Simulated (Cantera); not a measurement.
**Low-pressure radical oxidation in H2/O2**

An isothermal, constant-pressure homogeneous reactor starts with 0.970 % H2, 99.0 % O2, equivalence ratio 0.0049, at 950 K and 23.3 Torr.

Computed with Cantera and GRI-Mech 3.0 (53 species, 325 reactions). Radical loss at walls, strong at low pressure, is not modelled.

```
t (s)         x H2   x O2      x OH    x H2O2       x O
--------  --------  -----  --------  --------  --------
4.00e-5    0.00970  0.990    <1e-12    <1e-12    <1e-12
0.000252   0.00970  0.990  7.87e-12    <1e-12  1.01e-11
0.00159    0.00970  0.990  1.89e-10    <1e-12  3.77e-10
0.0100     0.00922  0.990  0.000135   2.30e-8  0.000284
0.0632     1.89e-5  0.990   5.72e-5   4.06e-8  0.000275
0.399      5.82e-7  0.990   1.08e-5   1.66e-8   1.07e-5
2.51       1.48e-8  0.990   2.40e-6   3.21e-9   4.96e-7
15.9      3.39e-10  0.990   7.01e-7  4.36e-10   4.27e-8
100       3.17e-11  0.990   2.46e-7  6.40e-11   5.30e-9
```
x: mole fraction; the columns are a selection and need not sum to one.

Equilibrium at this temperature and pressure: H2 1.02e-12, O2 0.990, OH 4.52e-8, H2O2 2.45e-12, O 1.81e-10 (gas phase only).
